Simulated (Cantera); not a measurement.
Cantera run:

```python
import numpy as np
import cantera as ct

gas_names = """
    H H2 N NH NH2 NH3 N2 N2H2 N2H4 Si SiH SiH2 SiH3 SiH4 SiN Si2 Si2N Si3
""".split()
cond_names = """
    Si(cr) Si(L) Si3N4(a)
""".split()


# ... load() reads the species with a 1 bar reference pressure and builds the phases ...
atoms = {
    'Si3N4': {'Si': 3, 'N': 4},
    'H2': {'H': 2},
}
top_T = {'Si3N4(a)': 2400}  # K; cautious upper limits of use, not melting points


# ... equilibrate(T, P, feed) seeds the gas with the atoms and calls Mixture.equilibrate('TP', solver="vcs", rtol=1e-11, max_steps=5000) ...
results = []
P = 4000  # Pa
for T in [1175, 1225, 1275, 1325, 1375, 1425, 1475, 1525, 1575, 1625, 1675, 1725, 1775]:
    for m in [40, 54, 73, 100, 140, 180, 250, 340, 460]:
        feed = {'Si3N4': 1, 'H2': m}  # mol
        mix = equilibrate(T, P, feed)
        results.append((T, P, feed, dict(zip(mix.species_names, mix.species_moles))))

for T, P, feed, n in results:
    print(f"{T:7g} {feed['H2']:10.4g}  " + (" + ".join(c for c in cond_names if n.get(c, 0) > 1e-12) or "gas only"))
```

It prints:

```
   1175         40  Si(cr) + Si3N4(a)
   1175         54  Si(cr) + Si3N4(a)
   1175         73  Si(cr) + Si3N4(a)
   1175        100  Si(cr) + Si3N4(a)
   1175        140  Si(cr) + Si3N4(a)
   1175        180  Si(cr) + Si3N4(a)
   1175        250  Si(cr) + Si3N4(a)
   1175        340  Si(cr) + Si3N4(a)
   1175        460  Si(cr) + Si3N4(a)
   1225         40  Si(cr) + Si3N4(a)
   1225         54  Si(cr) + Si3N4(a)
   1225         73  Si(cr) + Si3N4(a)
   1225        100  Si(cr) + Si3N4(a)
   1225        140  Si(cr) + Si3N4(a)
   1225        180  Si(cr) + Si3N4(a)
   1225        250  Si(cr) + Si3N4(a)
   1225        340  Si(cr) + Si3N4(a)
   1225        460  Si(cr) + Si3N4(a)
   1275         40  Si(cr) + Si3N4(a)
   1275         54  Si(cr) + Si3N4(a)
   1275         73  Si(cr) + Si3N4(a)
   1275        100  Si(cr) + Si3N4(a)
   1275        140  Si(cr) + Si3N4(a)
   1275        180  Si(cr) + Si3N4(a)
   1275        250  Si(cr) + Si3N4(a)
   1275        340  Si(cr) + Si3N4(a)
   1275        460  Si(cr) + Si3N4(a)
   1325         40  Si(cr) + Si3N4(a)
   1325         54  Si(cr) + Si3N4(a)
   1325         73  Si(cr) + Si3N4(a)
   1325        100  Si(cr) + Si3N4(a)
   1325        140  Si(cr) + Si3N4(a)
   1325        180  Si(cr) + Si3N4(a)
   1325        250  Si(cr) + Si3N4(a)
   1325        340  Si(cr) + Si3N4(a)
   1325        460  Si(cr) + Si3N4(a)
   1375         40  Si(cr) + Si3N4(a)
   1375         54  Si(cr) + Si3N4(a)
   1375         73  Si(cr) + Si3N4(a)
   1375        100  Si(cr) + Si3N4(a)
   1375        140  Si(cr) + Si3N4(a)
   1375        180  Si(cr) + Si3N4(a)
   1375        250  Si(cr) + Si3N4(a)
   1375        340  Si(cr) + Si3N4(a)
   1375        460  Si(cr) + Si3N4(a)
   1425         40  Si(cr) + Si3N4(a)
   1425         54  Si(cr) + Si3N4(a)
   1425         73  Si(cr) + Si3N4(a)
   1425        100  Si(cr) + Si3N4(a)
   1425        140  Si(cr) + Si3N4(a)
   1425        180  Si(cr) + Si3N4(a)
   1425        250  Si(cr) + Si3N4(a)
   1425        340  Si(cr) + Si3N4(a)
   1425        460  Si(cr) + Si3N4(a)
   1475         40  Si(cr) + Si3N4(a)
   1475         54  Si(cr) + Si3N4(a)
   1475         73  Si(cr) + Si3N4(a)
   1475        100  Si(cr) + Si3N4(a)
   1475        140  Si(cr) + Si3N4(a)
   1475        180  Si(cr) + Si3N4(a)
   1475        250  Si(cr) + Si3N4(a)
   1475        340  Si(cr) + Si3N4(a)
   1475        460  Si(cr) + Si3N4(a)
   1525         40  Si(cr) + Si3N4(a)
   1525         54  Si(cr) + Si3N4(a)
   1525         73  Si(cr) + Si3N4(a)
   1525        100  Si(cr) + Si3N4(a)
   1525        140  Si(cr) + Si3N4(a)
   1525        180  Si(cr) + Si3N4(a)
   1525        250  Si(cr) + Si3N4(a)
   1525        340  Si(cr) + Si3N4(a)
   1525        460  Si(cr) + Si3N4(a)
   1575         40  Si(cr) + Si3N4(a)
   1575         54  Si(cr) + Si3N4(a)
   1575         73  Si(cr) + Si3N4(a)
   1575        100  Si(cr) + Si3N4(a)
   1575        140  Si(cr) + Si3N4(a)
   1575        180  Si(cr) + Si3N4(a)
   1575        250  Si(cr) + Si3N4(a)
   1575        340  Si(cr) + Si3N4(a)
   1575        460  Si(cr)
   1625         40  Si(cr) + Si3N4(a)
   1625         54  Si(cr) + Si3N4(a)
   1625         73  Si(cr) + Si3N4(a)
   1625        100  Si(cr) + Si3N4(a)
   1625        140  Si(cr) + Si3N4(a)
   1625        180  Si(cr)
   1625        250  Si(cr)
   1625        340  Si(cr)
   1625        460  Si(cr)
   1675         40  Si(cr) + Si3N4(a)
   1675         54  Si(cr) + Si3N4(a)
   1675         73  Si(cr) + Si3N4(a)
   1675        100  Si(cr)
   1675        140  Si(cr)
   1675        180  Si(cr)
   1675        250  Si(cr)
   1675        340  Si(cr)
   1675        460  Si(cr)
   1725         40  Si(L)
   1725         54  Si(L)
   1725         73  Si(L)
   1725        100  Si(L)
   1725        140  Si(L)
   1725        180  Si(L)
   1725        250  Si(L)
   1725        340  Si(L)
   1725        460  Si(L)
   1775         40  Si(L)
   1775         54  Si(L)
   1775         73  Si(L)
   1775        100  Si(L)
   1775        140  Si(L)
   1775        180  Si(L)
   1775        250  Si(L)
   1775        340  Si(L)
   1775        460  Si(L)
```

Equilibrium computed with Cantera from the NASA thermochemical tables; the gas is ideal and each condensed phase is pure. Mutual solubility and eutectic melting of coexisting phases are not modelled.
